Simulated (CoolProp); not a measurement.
Water along the isotherm 778.2 K: density (kg/m³) from the reference equation and from simpler models built on Tc = 647.1 K, pc = 22.06 MPa, ω = 0.344; each cubic takes its own stable root.

Values from CoolProp's reference Helmholtz-energy equation of state, Wagner 2002.

```
p (MPa)          phase  reference  van der Waals  Redlich-Kwong  Peng-Robinson
-------  -------------  ---------  -------------  -------------  -------------
0.316              gas     0.8819         0.8822         0.8823         0.8824
0.534              gas      1.493          1.494          1.494          1.494
0.901              gas      2.526          2.528          2.529          2.529
1.52               gas      4.280          4.288          4.291          4.291
2.57               gas      7.296          7.318          7.326          7.327
4.33               gas      12.46          12.53          12.55          12.55
7.31               gas      21.57          21.77          21.82            [?]
12.3               gas      37.95            [?]          38.69          38.56
20.8               gas      70.03          72.89          72.39          71.28
35.1     supercritical        [?]          159.7          149.2          139.9
59.3     supercritical        [?]          285.4          291.6          268.7
100      supercritical      519.5          350.7          401.8          401.5
```

Question: Complete the blanks.

Answer: 
- 7.31, Peng-Robinson: 21.80
- 12.3, van der Waals: 38.63
- 35.1, reference: 141.6
- 59.3, reference: 322.0
